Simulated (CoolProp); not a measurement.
Model: reference Helmholtz-energy equation of state, Schroeder 2014, in CoolProp.

Problem. For ethanol, give the phase and the cp (kJ/(kg K)), speed of sound (m/s), viscosity (µPa s), Prandtl number at 268.65 °C and 0.0226 MPa; 268.65 °C and 1.38 MPa.

Solution. 
- 268.65 °C and 0.0226 MPa: gas; cp 2.20, speed of sound 326, viscosity 15.9, Prandtl number 0.811
- 268.65 °C and 1.38 MPa: gas; cp 2.40, speed of sound 314, viscosity 16.1, Prandtl number 0.842

Viscosity comes from a separate model (Kiselev 2005). Thermal conductivity comes from a separate model (Assael 2013).
